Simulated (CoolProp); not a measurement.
Vapour-liquid equilibrium of CHF3 (R23) (1) + ethane (2) at 21.4 bar; x and y are mole fractions of (1).

Computed with CoolProp (multi-fluid Helmholtz-energy mixture model, Penoncello 2003 and Bücker 2006; pair parameters Bell 2016).

```json
[
 {"x": "0.05", "bubble temperature, mixture model (°C)": "-9.0", "bubble temperature, Raoult's law (°C)": "-4.5", "y, mixture model": "0.117", "y, Raoult's law": "0.051"},
 {"x": "0.2", "bubble temperature, mixture model (°C)": "-16.5", "bubble temperature, Raoult's law (°C)": "-4.7", "y, mixture model": "0.326", "y, Raoult's law": "0.205"},
 {"x": "0.35", "bubble temperature, mixture model (°C)": "-19.2", "bubble temperature, Raoult's law (°C)": "-4.9", "y, mixture model": "0.431", "y, Raoult's law": "0.357"},
 {"x": "0.5", "bubble temperature, mixture model (°C)": "-19.9", "bubble temperature, Raoult's law (°C)": "-5.0", "y, mixture model": "0.502", "y, Raoult's law": "0.507"},
 {"x": "0.65", "bubble temperature, mixture model (°C)": "-19.3", "bubble temperature, Raoult's law (°C)": "-5.2", "y, mixture model": "0.570", "y, Raoult's law": "0.657"},
 {"x": "0.8", "bubble temperature, mixture model (°C)": "-16.9", "bubble temperature, Raoult's law (°C)": "-5.4", "y, mixture model": "0.669", "y, Raoult's law": "0.805"},
 {"x": "0.95", "bubble temperature, mixture model (°C)": "-9.8", "bubble temperature, Raoult's law (°C)": "-5.5", "y, mixture model": "0.880", "y, Raoult's law": "0.951"}
]
```

The largest gap from Raoult's law is -14.9 K in bubble temperature, at x = 0.5. y crosses x between x = 0.5 and 0.65: the model has an azeotrope there.

The pair parameters rest on a limited set of measurements; away from them the model extrapolates. With so large a gap from Raoult's law the liquid may split in two, which this calculation doesn't test in full.
